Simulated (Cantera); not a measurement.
A closed system holds: 1 mol C2H6, 2.7 mol H2, held at 1.33 mbar.

Method: chemical equilibrium by Gibbs-energy minimisation in Cantera with the NASA 1993 tables (ideal gas, pure condensed phases). Candidate condensed phases: C, C6H6, C7H8, C8H18; 86 gas species. Ions and electrons are included (thermal ionisation). Equilibrium is a limit: real reactors are often held back by kinetics, nucleation or transport.

**Question.** Which condensed phases are stable at each of these points (T (K)): 2500, 2750, 3000, 3250, 3500, 3750, 4000, 4250, 4500, 4750, 5000?

**Answer.** 
```json
[
 {"T (K)": "2500", "condensed phases": "C(graphite)", "C condensed (%)": "95.1"},
 {"T (K)": "2750", "condensed phases": "C(graphite)", "C condensed (%)": "71.0"},
 {"T (K)": "3000", "condensed phases": "gas only", "C condensed (%)": "0.0"},
 {"T (K)": "3250", "condensed phases": "gas only", "C condensed (%)": "0.0"},
 {"T (K)": "3500", "condensed phases": "gas only", "C condensed (%)": "0.0"},
 {"T (K)": "3750", "condensed phases": "gas only", "C condensed (%)": "0.0"},
 {"T (K)": "4000", "condensed phases": "gas only", "C condensed (%)": "0.0"},
 {"T (K)": "4250", "condensed phases": "gas only", "C condensed (%)": "0.0"},
 {"T (K)": "4500", "condensed phases": "gas only", "C condensed (%)": "0.0"},
 {"T (K)": "4750", "condensed phases": "gas only", "C condensed (%)": "0.0"},
 {"T (K)": "5000", "condensed phases": "gas only", "C condensed (%)": "0.0"}
]
```

From 2500 K to 2750 K the condensed part is C(graphite). From 3000 K to 5000 K nothing is condensed.
